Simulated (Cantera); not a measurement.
# B2O3 + HCl + N2 (oxide etching and cleaning by halides)

Input: 1 mol B2O3, 1.9 mol HCl, 5.9 mol N2, equilibrated at 7.50e-5 bar.

These are equilibrium values from Cantera (NASA tables, ideal gas, pure condensed phases), not measurements of a reactor. Candidate condensed phases: B, BN, B2O3, B3O3H3, H2O, NH4Cl; 49 gas species. The tables' values for BOCl are old estimates; treat these amounts as uncertain. Kinetics and transport are ignored.

From 1623 K to 1798 K nothing is condensed. The main B-bearing gas is B2O3 throughout.

```tsv
T (K)	x N2	x HCl	x B2O3	x Cl	x HBO2	x BOCl	x H2
1623	0.665	0.179	0.0908	0.0149	0.0215	0.0198	0.00576
1648	0.664	0.176	0.0900	0.0175	0.0221	0.0198	0.00661
1673	0.662	0.173	0.0891	0.0205	0.0227	0.0197	0.00751
1698	0.661	0.169	0.0881	0.0239	0.0233	0.0195	0.00847
1723	0.659	0.165	0.0869	0.0277	0.0240	0.0191	0.00948
1748	0.657	0.161	0.0856	0.0320	0.0247	0.0186	0.0105
1773	0.654	0.156	0.0842	0.0366	0.0256	0.0180	0.0116
1798	0.652	0.151	0.0826	0.0418	0.0265	0.0172	0.0126
```
x: gas mole fraction; nothing condenses.
